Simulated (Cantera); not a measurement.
A closed system holds: 1 mol HMDSO, 2.1 mol O₃, 37 mol N₂, held at 1173 K and 77.0 mbar.

Equilibrium computed with Cantera from the NASA thermochemical tables; the gas is ideal and each condensed phase is pure. Candidate condensed phases: C, C₆H₆, C₇H₈, C₈H₁₈, H₂O, Si, SiC, SiO₂, Si₂N₂O, Si₃N₄; 151 gas species. The feed counts by its element totals alone. The tables hold silica as quartz up to 1696 K and as liquid above; real silica turns to tridymite and cristobalite and melts near 1996 K. Equilibrium is a limit: real reactors are often held back by kinetics, nucleation or transport.

Base state: N₂ 0.751, H₂ 0.182, CO 0.0669, CH₄ 4.99e-5, H₂O 3.34e-5, HCN 2.03e-5 (mole fractions); condensed: C(graphite) + SiO₂(β-quartz).

Q: What changes in the equilibrium state with this change: pressure from 77.0 mbar to 1.33 mbar?

A: 
| species | before | after |
|---|---|---|
| N₂ | 0.751 | 0.706 |
| H₂ | 0.182 | 0.176 |
| CO | 0.0669 | 0.117 |
| CH₄ | 4.99e-5 | 1.46e-7 |
| H₂O | 3.34e-5 | 5.40e-6 |
| C(graphite), mol | 2.70 | 0 |
| SiO₂(β-quartz), mol | 2.00 | 0.200 |
| Si₂N₂O(s), mol | 0 | 0.900 |
N₂ is the only nitrogen source here; it is nearly inert below about 1500 K, so the nitride shown seldom forms there in practice. Mutual solubility and eutectic melting of coexisting phases are not modelled.
